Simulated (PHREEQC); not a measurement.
Dissolve 0.07 mol/kgw HF and 0.0003 mol/kgw NH4HF2 at 25 °C. Closed to the air; pH follows from the charge balance.

Computed with PHREEQC (ion-association model, wateq4f.dat).

This is a speciation only: nothing precipitates in the calculation.

### Question
Order these F species by the share of F that they hold, largest first: HF2-, F-, HF, H2F2.

### Answer
HF (70 %), H2F2 (18 %), F- (8.3 %), HF2- (3.2 %)

The pH is 2.21 and the ionic strength 0.00699 mol/kgw. Species that the database lacks are ignored. wateq4f.dat counts part of the HF as a dimer, H2F2, which phreeqc.dat doesn't know; its constant is uncertain.
